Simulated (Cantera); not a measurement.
Feed: 1 mol Fe3O4, 18 mol H2, 0.11 mol H2O, at 1000 Pa.

Equilibrium computed with Cantera from the NASA thermochemical tables; the gas is ideal and each condensed phase is pure. Candidate condensed phases: Fe, FeO, Fe(OH)2, Fe(OH)3, Fe2O3, Fe3O4, H2O; 12 gas species. Equilibrium is a limit: real reactors are often held back by kinetics, nucleation or transport. All values below are at 2100 K.

Base state: H2 0.669, H2O 0.198, Fe 0.106, H 0.0255, OH 0.000897, FeO 0.000785, Fe(OH)2 7.44e-5, O 2.44e-5 (mole fractions); condensed: Fe(l).

Problem. What changes in the equilibrium state with this change: Fe3O4 replaced by Fe2O3?

Solution. 
| species | before | after |
|---|---|---|
| H2 | 0.669 | 0.723 |
| H2O | 0.198 | 0.151 |
| Fe | 0.106 | 0.0976 |
| H | 0.0255 | 0.0265 |
| Fe(OH)2 | 7.44e-5 | 3.70e-5 |
| FeO | 0.000785 | 0.000511 |
| O | 2.44e-5 | 1.72e-5 |
| OH | 0.000897 | 0.000660 |
| Fe(l), mol | 0.803 | 0 |
